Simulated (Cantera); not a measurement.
Premixed flame

A freely propagating, adiabatic, planar premixed flame of H2 : O2 : N2 : H2O = 1 : 0.685 : 2.58 : 0.14 (molar parts), unburnt at 450 K and 0.197 atm; mixture-averaged transport, grid criteria slope 0.08 and curve 0.16, no radiation.

Detailed kinetics in Cantera: the H2/O2 subset of GRI-Mech 3.0, which has no nitrogen chemistry. Burning velocities carry a grid error of a few per cent, more on coarse grids.

```
z (mm)  T (K)  u (m/s)     x H2    x O2      x H      x OH   x H2O2    x HO2
------  -----  -------  -------  ------  -------  --------  -------  -------
-9.51     450     2.85    0.227   0.156    <1e-8     <1e-8    <1e-8    <1e-8
-6.34     450     2.85    0.227   0.156    <1e-8     <1e-8    <1e-8    <1e-8
-4.76     450     2.85    0.227   0.156    <1e-8     <1e-8    <1e-8    <1e-8
-3.17     450     2.85    0.227   0.156    <1e-8     <1e-8    <1e-8  5.84e-8
-1.59     459     2.90    0.223   0.156  3.11e-5   1.90e-5  3.97e-6  9.70e-5
-0.793    655     4.03    0.191   0.152  0.00370  0.000574  1.40e-5  8.84e-5
0        1052     6.28    0.103   0.120   0.0268   0.00210  1.52e-6  3.24e-5
0.793    1326     7.85   0.0354  0.0726   0.0408   0.00654  1.79e-6  1.57e-5
1.59     1457     8.57   0.0240  0.0610   0.0360   0.00899  1.28e-6  1.12e-5
3.17     1595     9.31   0.0217  0.0568   0.0262    0.0111  6.92e-7  8.43e-6
6.34     1734     10.0   0.0187  0.0536   0.0168    0.0126  3.50e-7  6.18e-6
12.7     1859     10.7   0.0142  0.0509  0.00929    0.0127  1.90e-7  4.27e-6
25.4     1962     11.2  0.00931  0.0489  0.00426    0.0115  1.15e-7  2.76e-6
```
x: mole fraction of selected species; z is measured from the peak of heat release.

```json
{
 "laminar_burning_velocity": "285 cm/s",
 "thermal_thickness": "3.17 mm",
 "peak x(H)": "0.0408",
 "peak x(OH)": "0.0128",
 "peak x(H2O2)": "1.65e-5",
 "peak x(HO2)": "0.000146"
}
```
